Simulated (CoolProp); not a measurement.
Fluoroethane (R161) along the isotherm 176.85 °C: fugacity coefficient from the reference equation and from simpler models built on Tc = 102.1 °C, pc = 5010 kPa, ω = 0.216; each cubic takes its own stable root.

Values from CoolProp's reference Helmholtz-energy equation of state, Wu 2012.

| p (kPa) | phase | reference | Soave-Redlich-Kwong | Peng-Robinson |
|---|---|---|---|---|
| 455 | gas | 0.9824 | 0.9837 | 0.9809 |
| 909 | gas | 0.9651 | 0.9676 | 0.9621 |
| 1360 | gas | 0.9482 | 0.9518 | 0.9438 |
| 1820 | gas | 0.9311 | 0.9358 | 0.9255 |
| 2270 | gas | 0.9146 | 0.9205 | 0.9078 |
| 2730 | gas | 0.8980 | 0.9049 | 0.8901 |
| 3180 | gas | 0.8819 | 0.8899 | 0.8731 |
| 3640 | gas | 0.8657 | 0.8748 | 0.8560 |
| 4090 | gas | 0.8501 | 0.8602 | 0.8397 |
| 4550 | gas | 0.8343 | 0.8455 | 0.8233 |
| 5000 | gas | 0.8191 | 0.8313 | 0.8075 |
